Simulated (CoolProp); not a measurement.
Properties of R236FA at several states.

Computed with CoolProp (reference Helmholtz-energy equation of state, Pan 2012).

```
T (K)  p (MPa)   phase  cp (kJ/(kg K))  isothermal compressibility (1/MPa)  expansivity (1/kK)  fugacity coefficient
-----  -------  ------  --------------  ----------------------------------  ------------------  --------------------
292.6     2.53  liquid           1.216                            0.003151               2.326               0.09128
252.5     18.7  liquid             ___                            0.001356                 ___              0.005354
275.2     17.9  liquid           1.161                                 ___               1.726               0.01395
308.2   0.0107     gas             ___                               93.74               3.280                0.9970
```

Question: What belongs in the gaps?

Answer: 
- 252.5, cp (kJ/(kg K)): 1.146
- 252.5, expansivity (1/kK): 1.627
- 275.2, isothermal compressibility (1/MPa): 0.001737
- 308.2, cp (kJ/(kg K)): 0.8376
